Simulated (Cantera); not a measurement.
A Cantera script and what it prints.

```python
import numpy as np
import cantera as ct

gas_names = """
    H HNO HNO2 HNO3 HO2 H2 H2O H2O2 H2S H2SO4 N NH NH2 NH3 NH2OH NO NO2 NO3 N2 N2H2 N2H4 N2O O OH O2 O3
    S SH SN SO SO2 SO3 S2 S2O S8
""".split()
cond_names = """
    H2O(s) H2O(L) H2SO4(L) S(cr1) S(cr2) S(L)
""".split()


# ... load() reads the species with a 1 bar reference pressure and builds the phases ...
atoms = {
    'NH3': {'N': 1, 'H': 3},
    'SO2': {'S': 1, 'O': 2},
    'H2': {'H': 2},
}
top_T = {}  # K; cautious upper limits of use, not melting points


# ... equilibrate(T, P, feed) seeds the gas with the atoms and calls Mixture.equilibrate('TP', solver="vcs", rtol=1e-11, max_steps=5000) ...
results = []
feed = {'NH3': 1, 'SO2': 0.18, 'H2': 0.27}  # mol
T = 1298  # K
for P in [10, 65, 420, 2700, 17000, 110000, 720000, 4700000, 30000000]:
    mix = equilibrate(T, P, feed)
    results.append((T, P, feed, dict(zip(mix.species_names, mix.species_moles))))

top = {s: max(r[3][s] / sum(r[3][g] for g in gas_names) for r in results) for s in gas_names}
cols = sorted((s for s in top if top[s] > 1e-06), key=lambda s: -top[s])[:9]
seen = [c for c in cond_names if any(r[3].get(c, 0) > 1e-12 for r in results)]
print("log10 of partial pressures in bar; condensed amounts in mol")
print(f"{'P/Pa':>10s}" + "".join(f"{s[:9]:>10s}" for s in cols + seen))
for T, P, feed, n in results:
    ng = sum(n[g] for g in gas_names)
    print(f"{P:10.4g}" + "".join(f"{np.log10(max(n[s] / ng * P / 1e5, 1e-99)):10.3f}" for s in cols)
          + "".join(f"{n.get(c, 0):10.4g}" for c in seen))
```

It prints:

```
log10 of partial pressures in bar; condensed amounts in mol
      P/Pa        H2        N2       H2O       H2S        S2       NH3        SH       SO2        SO
        10    -4.229    -4.672    -4.817    -5.928    -5.499   -12.583    -7.058    -7.344    -7.770
        65    -3.424    -3.855    -3.999    -4.768    -4.789   -10.967    -6.300    -6.963    -7.402
       420    -2.626    -3.040    -3.183    -3.687    -4.223    -9.362    -5.618    -6.644    -7.101
      2700    -1.829    -2.228    -2.371    -2.728    -3.900    -7.761    -5.058    -6.451    -6.924
   1.7e+04    -1.035    -1.427    -1.570    -1.882    -3.797    -6.168    -4.609    -6.387    -6.866
   1.1e+05    -0.225    -0.616    -0.758    -1.061    -3.776    -4.548    -4.193    -6.374    -6.855
   7.2e+05     0.591     0.200     0.058    -0.244    -3.772    -2.916    -3.784    -6.371    -6.852
   4.7e+06     1.405     1.014     0.873     0.572    -3.769    -1.288    -3.375    -6.368    -6.850
     3e+07     2.206     1.816     1.680     1.379    -3.755     0.314    -2.968    -6.347    -6.836
```

These are equilibrium values from Cantera (NASA tables, ideal gas, pure condensed phases), not measurements of a reactor. The ideal-gas law is rough above about 30 bar. Gases not in the tables: S3 to S7.
